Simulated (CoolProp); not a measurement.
Fluorine at several states: Z from the reference equation and from simpler models built on Tc = -128.7 °C, pc = 5.240 MPa, ω = 0.045; each cubic takes its own stable root.

Model: reference Helmholtz-energy equation of state, de Reuck 1990, in CoolProp.

| T (°C) | p (MPa) | phase | reference | van der Waals | Redlich-Kwong | Soave-Redlich-Kwong | Peng-Robinson |
|---|---|---|---|---|---|---|---|
| -139.25 | 1.04 | gas | 0.9113 | 0.9244 | 0.9105 | 0.9101 | 0.9022 |
| -205.15 | 5.21 | liquid | 0.2156 | 0.3133 | 0.2121 | 0.2142 | 0.1906 |
| -138.15 | 0.253 | gas | 0.9802 | 0.9829 | 0.9798 | 0.9797 | 0.9777 |
| 12.65 | 0.987 | gas | 0.9949 | 0.9917 | 0.9938 | 0.9960 | 0.9929 |
| -125.95 | 0.0759 | gas | 0.9955 | 0.9959 | 0.9953 | 0.9953 | 0.9948 |
